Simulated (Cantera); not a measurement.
## N2O furnace oxynitridation

A perfectly stirred reactor is fed with 54.0 % N2O, 0.0810 % H2, 45.9 % N2, at 0.440 bar; it is held at 1000 K, and followed from long to short residence time.

Model: GRI-Mech 3.0 (53 species, 325 reactions), integrated in Cantera. GRI-Mech 3.0 was tuned for natural gas; its chemistry of N2O as a main component is partial and can be far from experiment. The mechanism lacks the step 2 NO + O2 → 2 NO2, which can matter for NO2 below about 1400 K. The temperature is held fixed by assumption; the heat of reaction is taken as removed at once.

```json
[
 {"τ (s)": "24", "x N2O": "0.498", "x H2": "1.43e-5", "x NO": "0.00117", "x HO2": "4.54e-9", "x O2": "0.0156", "x H": "3.03e-10", "x NO2": "4.64e-5"},
 {"τ (s)": "11", "x N2O": "0.519", "x H2": "2.71e-5", "x NO": "0.000552", "x HO2": "1.06e-8", "x O2": "0.00750", "x H": "6.73e-10", "x NO2": "4.00e-5"},
 {"τ (s)": "4.7", "x N2O": "0.531", "x H2": "5.37e-5", "x NO": "0.000233", "x HO2": "2.61e-8", "x O2": "0.00328", "x H": "1.61e-9", "x NO2": "2.96e-5"},
 {"τ (s)": "2.0", "x N2O": "0.536", "x H2": "0.000106", "x NO": "9.66e-5", "x HO2": "6.04e-8", "x O2": "0.00141", "x H": "3.78e-9", "x NO2": "1.80e-5"},
 {"τ (s)": "0.90", "x N2O": "0.538", "x H2": "0.000196", "x NO": "4.24e-5", "x HO2": "1.23e-7", "x O2": "0.000637", "x H": "7.71e-9", "x NO2": "9.82e-6"},
 {"τ (s)": "0.39", "x N2O": "0.539", "x H2": "0.000347", "x NO": "1.80e-5", "x HO2": "2.33e-7", "x O2": "0.000276", "x H": "1.39e-8", "x NO2": "4.74e-6"},
 {"τ (s)": "0.17", "x N2O": "0.539", "x H2": "0.000525", "x NO": "7.86e-6", "x HO2": "3.67e-7", "x O2": "0.000120", "x H": "1.99e-8", "x NO2": "2.12e-6"},
 {"τ (s)": "0.076", "x N2O": "0.540", "x H2": "0.000666", "x NO": "3.68e-6", "x HO2": "4.56e-7", "x O2": "5.36e-5", "x H": "2.27e-8", "x NO2": "8.46e-7"},
 {"τ (s)": "0.033", "x N2O": "0.540", "x H2": "0.000750", "x NO": "1.77e-6", "x HO2": "4.42e-7", "x O2": "2.30e-5", "x H": "2.20e-8", "x NO2": "2.48e-7"},
 {"τ (s)": "0.015", "x N2O": "0.540", "x H2": "0.000787", "x NO": "8.89e-7", "x HO2": "3.18e-7", "x O2": "1.03e-5", "x H": "1.88e-8", "x NO2": "5.08e-8"},
 {"τ (s)": "0.0064", "x N2O": "0.540", "x H2": "0.000803", "x NO": "3.95e-7", "x HO2": "1.45e-7", "x O2": "4.32e-6", "x H": "1.37e-8", "x NO2": "4.94e-9"}
]
```
x: mole fraction; the columns are a selection and need not sum to one.
